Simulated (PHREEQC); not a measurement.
Reverse-osmosis reject: speciation

Model water analysis in mg/kgw, 25 °C, pH 6.33:

```json
[
 {"constituent": "Na", "mg/kgw": "1830"},
 {"constituent": "K", "mg/kgw": "41.2"},
 {"constituent": "Ca", "mg/kgw": "676"},
 {"constituent": "Mg", "mg/kgw": "26.8"},
 {"constituent": "Cl", "mg/kgw": "3940"},
 {"constituent": "S(6) as SO4", "mg/kgw": "106"},
 {"constituent": "Alkalinity as HCO3", "mg/kgw": "2.32e-05"}
]
```

Cl is adjusted to close the charge balance.
Valence states are taken as typed.

Model: Pitzer model, pitzer.dat, run in PHREEQC.

```json
{
  "ionic_strength": "0.136 mol/kgw",
  "specific_conductance": "11900 µS/cm",
  "density": "1.002 g/cm³",
  "osmotic_coefficient": "0.911"
}
```

```json
[
 {"species": "Cl-", "molality": "0.114", "activity": "0.0853", "log γ": "-0.127"},
 {"species": "Na+", "molality": "0.0796", "activity": "0.0615", "log γ": "-0.112"},
 {"species": "Ca+2", "molality": "0.0169", "activity": "0.00579", "log γ": "-0.464"},
 {"species": "Mg+2", "molality": "0.00110", "activity": "0.000394", "log γ": "-0.446"},
 {"species": "SO4-2", "molality": "0.00110", "activity": "0.000242", "log γ": "-0.659"},
 {"species": "K+", "molality": "0.00105", "activity": "0.000798", "log γ": "-0.121"},
 {"species": "H+", "molality": "5.87e-7", "activity": "4.68e-7", "log γ": "-0.099"},
 {"species": "HCO3-", "molality": "5.68e-7", "activity": "4.80e-7", "log γ": "-0.074"},
 {"species": "CO2", "molality": "4.85e-7", "activity": "4.94e-7", "log γ": "0.008"},
 {"species": "OH-", "molality": "3.15e-8", "activity": "2.16e-8", "log γ": "-0.164"},
 {"species": "HSO4-", "molality": "1.41e-8", "activity": "1.08e-8", "log γ": "-0.116"},
 {"species": "MgOH+", "molality": "1.45e-9", "activity": "1.30e-9", "log γ": "-0.046"}
]
```

Precipitation was switched off in this run.
